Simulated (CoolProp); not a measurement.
C2F6 (R116) at several states: Z from the reference equation and from simpler models built on Tc = 293.0 K, pc = 30.48 bar, ω = 0.257; each cubic takes its own stable root.

Values from CoolProp's reference Helmholtz-energy equation of state, Lemmon 2006. It is a short technical equation, of lower accuracy than the large ones.

```
T (K)  p (bar)          phase  reference
-----  -------  -------------  ---------
276        149         liquid     0.6685
412.9     1.78            gas     0.9945
247.9     27.2         liquid     0.1344
198.5      117         liquid     0.5965
397.2    0.173            gas     0.9994
336       63.5  supercritical     0.5116
```

**Question.** How far does each simpler model (van der Waals, Redlich-Kwong, Soave-Redlich-Kwong, Peng-Robinson) lie from the reference over these 6 states: mean and median of the absolute difference, and the worst?

**Answer.** 
- van der Waals: mean 24.0 %, median 19.7 %, worst +54.5 % at 247.9 K and 27.2 bar
- Redlich-Kwong: mean 4.2 %, median 3.6 %, worst +12.0 % at 247.9 K and 27.2 bar
- Soave-Redlich-Kwong: mean 3.9 %, median 3.3 %, worst +9.4 % at 336 K and 63.5 bar
- Peng-Robinson: mean 3.9 %, median 3.9 %, worst -8.1 % at 198.5 K and 117 bar
